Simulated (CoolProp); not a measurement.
Vapour-liquid equilibrium of propane (1) + neopentane (2) at 11.4 bar; x and y are mole fractions of (1).

Model: multi-fluid Helmholtz-energy mixture model, Lemmon 2009 and Lemmon 2006; pair parameters Bell 2016, in CoolProp.

| x | bubble temperature, mixture model (K) | bubble temperature, Raoult's law (K) | y, mixture model | y, Raoult's law |
|---|---|---|---|---|
| 0.05 | ? | 367.0 | 0.094 | 0.177 |
| 0.2 | 361.1 | 350.0 | ? | 0.518 |
| 0.35 | 351.1 | 337.4 | 0.555 | 0.708 |
| 0.5 | 340.2 | 327.5 | ? | 0.825 |
| 0.65 | ? | 319.5 | 0.867 | 0.901 |
| 0.8 | 317.4 | 312.8 | 0.951 | 0.953 |
| 0.95 | 307.9 | 307.1 | 0.993 | 0.990 |

Question: Some entries are withheld; supply them.

Answer: 
- 0.05, bubble temperature, mixture model (K): 370.8
- 0.2, y, mixture model: 0.342
- 0.5, y, mixture model: 0.734
- 0.65, bubble temperature, mixture model (K): 328.6

The largest gap from Raoult's law is +13.7 K in bubble temperature, at x = 0.35. No azeotrope shows between x = 0.05 and 0.95.

The pair parameters rest on a limited set of measurements; away from them the model extrapolates.
